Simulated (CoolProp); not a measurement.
Oxygen at 298.15 K and 0.109 MPa flows at 3.1 m/s in a round tube of 50 mm bore and 45 µm roughness, fully developed (64/Re and Nu = 3.66 if laminar; Colebrook and Gnielinski if turbulent). Each further row changes one setting.

Model: reference Helmholtz-energy equation of state, Schmidt 1985, in CoolProp.

```csv
case,Reynolds number,Darcy friction factor,pressure drop (Pa/m),heat-transfer coefficient (W/(m² K)),mass flow (kg/h)
as stated,10600,0.0318,4.30,17.2,30.9
velocity 6.2 m/s,21200,0.0274,14.8,30.8,61.7
diameter 100 mm,21200,0.0265,1.79,14.8,123
```

Viscosity comes from a separate model (Lemmon 2004). Thermal conductivity comes from a separate model (Lemmon 2004).
